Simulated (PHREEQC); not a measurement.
A made-up water analysis in mg/L, 10 °C, pH 7.07, pe 12.8: Na 11.2; K 0.2; Ca 13.2; Mg 1.06; Cl 15.9; S(6) as SO4 10.7; Alkalinity as HCO3 33.9; Zn 0.0941; Pb 0.0266; N(5) as NO3 0.54; Cu(2) 0.492; Cd 1.51; Li 0.0375.

Valence states are taken as typed.

All values are PHREEQC results (ion-association model, wateq4f.dat), not measurements.

```
quantity                         before     after
-----------------------------  --------  --------
HCO3- (mol/kgw)                0.000541  0.000538
CO2 (mol/kgw)                  0.000128   6.38e-5
SO4-2 (mol/kgw)                0.000106  0.000106
Cd+2 (mol/kgw)                  1.26e-5   1.26e-5
CaSO4 (mol/kgw)                 4.15e-6   4.15e-6
Cu(OH)2 (mol/kgw)               4.02e-6   5.80e-6
SI of Tenorite (CuO)              +0.07     +0.23
SI of Malachite (Cu2(OH)2CO3)     +0.30     +0.31
```

Task: Which change was made?
A. pH from 7.07 to 7.37 at the same alkalinity
B. pH from 7.07 to 7.57 at the same alkalinity
C. N(5) from 0.54 to 0.27 mg/L
D. N(5) from 0.54 to 1.62 mg/L
E. all concentrations times 3 at the same typed pH

Result: A, pH from 7.07 to 7.37 at the same alkalinity

Precipitation was switched off in this run. Some of these states are supersaturated (in Otavite, Malachite, for instance). Away from 25 °C the constants follow the database's enthalpies or fits; those with neither stay at their 25 °C values. The database's constant for dissolved Cu(OH)2 is higher than later reviews accept.
